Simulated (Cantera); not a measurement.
Standard-state values (1 bar) from the NASA 1993 polynomials, evaluated with Cantera. Values are per mole of reaction as written; species without (g) are pure solids or liquids, kept so even where they would boil at 1 bar. ZrN: taken at fixed stoichiometry.

4 NH3(g) + 4 Zr + 3 O2(g) → 4 ZrN + 6 H2O(g)

```csv
T (K),ΔH° (kJ),ΔS° (J/K),ΔG° (kJ),log10 K,condensed phases
300,(withheld),(withheld),(withheld),(withheld),"Zr(α), ZrN(s)"
1250,(withheld),(withheld),(withheld),(withheld),"Zr(β), ZrN(s)"
1325,-2724.6,-233.2,-2415.6,95.23,"Zr(β), ZrN(s)"
1400,(withheld),(withheld),(withheld),(withheld),"Zr(β), ZrN(s)"
1475,-2721.9,-231.2,-2380.8,84.31,"Zr(β), ZrN(s)"
1550,-2720.5,-230.4,-2363.5,79.65,"Zr(β), ZrN(s)"
1625,-2719.2,-229.5,-2346.2,75.42,"Zr(β), ZrN(s)"
```

Q: Complete the blanks.

A: 
- 300, ΔH° (kJ): -2728.1
- 300, ΔS° (J/K): -253.1
- 300, ΔG° (kJ): -2652.2
- 300, log10 K: 461.77
- 1250, ΔH° (kJ): -2726.0
- 1250, ΔS° (J/K): -234.3
- 1250, ΔG° (kJ): -2433.2
- 1250, log10 K: 101.67
- 1400, ΔH° (kJ): -2723.3
- 1400, ΔS° (J/K): -232.2
- 1400, ΔG° (kJ): -2398.2
- 1400, log10 K: 89.48
